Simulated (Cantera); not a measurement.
# Gas-phase reforming

A perfectly stirred reactor is fed with CH4 : CO2 = 1 : 0.47 (molar parts), at 13300 Pa; it is held at 1875 K, and followed from long to short residence time.

Cantera simulation using GRI-Mech 3.0 (53 species, 325 reactions); the numbers are that mechanism's predictions, not measurements. GRI-Mech 3.0 stops at C3 and has no aromatics, soot or wall deposition, so with more carbon than oxygen in the feed, carbon stays in small species such as C2H2 where larger ones or solid carbon would form.

```json
[
 {"τ (s)": "25", "x CH4": "0.00267", "x CO2": "0.000263", "x CH2O": "1.40e-8", "x OH": "3.14e-7", "x HO2": "<1e-12", "x C2H4": "0.000101"},
 {"τ (s)": "6.5", "x CH4": "0.00512", "x CO2": "0.000962", "x CH2O": "3.61e-8", "x OH": "1.13e-6", "x HO2": "<1e-12", "x C2H4": "0.000107"},
 {"τ (s)": "1.7", "x CH4": "0.00985", "x CO2": "0.00316", "x CH2O": "1.71e-7", "x OH": "3.54e-6", "x HO2": "<1e-12", "x C2H4": "0.000129"},
 {"τ (s)": "0.43", "x CH4": "0.0192", "x CO2": "0.00897", "x CH2O": "8.55e-7", "x OH": "8.95e-6", "x HO2": "<1e-12", "x C2H4": "0.000207"},
 {"τ (s)": "0.11", "x CH4": "0.0378", "x CO2": "0.0223", "x CH2O": "3.41e-6", "x OH": "1.60e-5", "x HO2": "<1e-12", "x C2H4": "0.000469"},
 {"τ (s)": "0.028", "x CH4": "0.0801", "x CO2": "0.0585", "x CH2O": "1.10e-5", "x OH": "1.82e-5", "x HO2": "1.90e-12", "x C2H4": "0.00148"},
 {"τ (s)": "0.0073", "x CH4": "0.174", "x CO2": "0.140", "x CH2O": "2.98e-5", "x OH": "1.19e-5", "x HO2": "2.03e-12", "x C2H4": "0.00522"},
 {"τ (s)": "0.0019", "x CH4": "0.337", "x CO2": "0.232", "x CH2O": "6.67e-5", "x OH": "5.17e-6", "x HO2": "1.10e-12", "x C2H4": "0.0149"}
]
```
x: mole fraction; the columns are a selection and need not sum to one.
